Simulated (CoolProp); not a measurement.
Vapour-liquid equilibrium of C2F6 (R116) (1) + R134a (2) at -10.05 °C; x and y are mole fractions of (1).

Model: multi-fluid Helmholtz-energy mixture model, Lemmon 2006 and Tillner-Roth 1994; pair parameters Bell 2016, in CoolProp.

**Question.** Give the bubble pressure and the first vapour's composition at x = 0.05, 0.55, 0.95. Is there an azeotrope?

**Answer.** x = 0.05: 3.743 bar, y = 0.463; x = 0.55: 10.97 bar, y = 0.843; x = 0.95: 13.66 bar, y = 0.968. No azeotrope shows between x = 0.05 and 0.95.

The pair parameters rest on a limited set of measurements; away from them the model extrapolates. With so large a gap from Raoult's law the liquid may split in two, which this calculation doesn't test in full.
